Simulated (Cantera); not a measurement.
Stirred combustor or abatement burner

A perfectly stirred reactor is fed with 2.54 % CH4, 2.00 % C2H6, 0.145 % C3H8, 20.0 % O2, 75.3 % N2, equivalence ratio 0.64, at 101000 Pa; it is adiabatic with a 550 K inlet, and is followed from long to short residence time, starting on the burning branch (τ in s: 0.2, 0.091, 0.041, 0.018, 0.0081, 0.0036, 0.0016, 0.00072, 0.00032, 0.00014, 6.4e-05).

Computed with Cantera and GRI-Mech 3.0 (53 species, 325 reactions).

```tsv
τ (s)	T (K)	x CH4	x C2H6	x C3H8	x HO2	x NO2	x CH3
0.20	1943	1.48e-6	2.03e-7	1.42e-8	1.29e-6	1.73e-7	6.82e-7
0.091	1940	2.61e-6	3.91e-7	2.77e-8	1.53e-6	1.16e-7	1.16e-6
0.041	1933	4.44e-6	7.27e-7	5.21e-8	2.01e-6	7.98e-8	1.89e-6
0.018	1922	7.54e-6	1.34e-6	9.60e-8	2.90e-6	5.32e-8	3.05e-6
0.0081	1907	1.27e-5	2.37e-6	1.69e-7	4.34e-6	3.43e-8	4.92e-6
0.0036	1883	2.19e-5	4.25e-6	2.98e-7	6.64e-6	2.14e-8	8.21e-6
0.0016	1851	3.94e-5	7.74e-6	5.30e-7	1.01e-5	1.36e-8	1.42e-5
0.00072	1807	7.43e-5	1.46e-5	9.73e-7	1.53e-5	9.01e-9	2.53e-5
0.00032	1748	0.000157	3.05e-5	1.99e-6	2.37e-5	5.87e-9	4.92e-5
0.00014	1662	0.000441	8.33e-5	5.35e-6	4.33e-5	3.35e-9	0.000120
6.4e-5	550	0.0254	0.0200	0.00145	<1e-12	<1e-12	<1e-12
```
x: mole fraction; the columns are a selection and need not sum to one.
